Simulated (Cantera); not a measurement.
An isothermal, constant-pressure homogeneous reactor starts with 40.0 % CH₄, 60.0 % CO₂, at 1625 K and 0.987 atm.

Computed with Cantera and GRI-Mech 3.0 (53 species, 325 reactions).

Question: Predict: x(CH₄) at 2.00 s; x(CO₂) at 2.00 s; x(C₂H₄) at 2.00 s; x(CH₂O) at 2.00 s; x(CH₂CO) at 2.00 s; x(C₂H₆) at 2.00 s.

Answer: 
```json
{
 "x(CH₄) at 2.00 s": "0.0155 (gas-phase equilibrium 3.66e-7)",
 "x(CO₂) at 2.00 s": "0.0732 (gas-phase equilibrium 0.0348)",
 "x(C₂H₄) at 2.00 s": "0.000941 (gas-phase equilibrium 1.47e-12)",
 "x(CH₂O) at 2.00 s": "3.83e-7 (gas-phase equilibrium 8.19e-8)",
 "x(CH₂CO) at 2.00 s": "1.34e-5 (gas-phase equilibrium 2.46e-11)",
 "x(C₂H₆) at 2.00 s": "3.24e-6 (gas-phase equilibrium <1e-12)"
}
```
